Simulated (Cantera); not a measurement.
Input: 1 mol Ti(NMe2)4, 0.15 mol CH4, 1.3 mol H2, 1.2 mol H2O, equilibrated at 1225 °C and 11.0 mbar.

Equilibrium computed with Cantera from the NASA thermochemical tables; the gas is ideal and each condensed phase is pure. Candidate condensed phases: C, C6H6, C7H8, C8H18, H2O, Ti, TiC, TiN, TiO, TiO2, Ti2O3, Ti3O5, Ti4O7; 139 gas species. The feed counts by its element totals alone. TiC: taken at fixed stoichiometry. Rates play no part.

Base state: H2 0.822, N2 0.111, CO 0.0667, HCN 0.000315, H 0.000149, CH4 1.93e-5 (mole fractions); condensed: C(graphite) + TiC(s).

Q: What changes in the equilibrium state with this change: Ti(NMe2)4 replaced by Ti?

A: 
| species | before | after |
|---|---|---|
| H2 | 0.822 | 0.999 |
| CO | 0.0667 | 0.000948 |
| H | 0.000149 | 0.000164 |
| N2 | 0.111 | 0 |
| HCN | 0.000315 | 0 |
| CH4 | 1.93e-5 | 6.62e-8 |
| C(graphite), mol | 5.94 | 0 |
| TiC(s), mol | 1.00 | 0.147 |
| TiO(s), mol | 0 | 0.163 |
| Ti2O3(s), mol | 0 | 0.345 |
Mutual solubility and eutectic melting of coexisting phases are not modelled. TiC, TiO: taken at fixed stoichiometry. Condensed phases not in the tables: solid solutions among these carbides, nitrides and lower oxides.

Q: What changes in the equilibrium state with this change: H2O from 1.2 to 5.4 mol?

A: 
| species | before | after |
|---|---|---|
| H2 | 0.822 | 0.719 |
| CO | 0.0667 | 0.205 |
| N2 | 0.111 | 0.0756 |
| CH4 | 1.93e-5 | 1.48e-5 |
| HCN | 0.000315 | 0.000243 |
| H | 0.000149 | 0.000139 |
| C(graphite), mol | 5.94 | 1.74 |
| TiC(s), mol | 1.00 | 1.00 |

Q: What changes in the equilibrium state with this change: temperature from 1225 °C to 1677 °C?

A: 
```tsv
species	before	after
H2	0.822	0.811
N2	0.111	0.109
CO	0.0667	0.0663
H	0.000149	0.00984
HCN	0.000315	0.00358
C2H2 (acetylene)	7.24e-6	0.000443
HNC	5.28e-6	0.000185
CH4	1.93e-5	3.52e-6
C(graphite), mol	5.94	5.87
TiC(s), mol	1.00	1.00
```
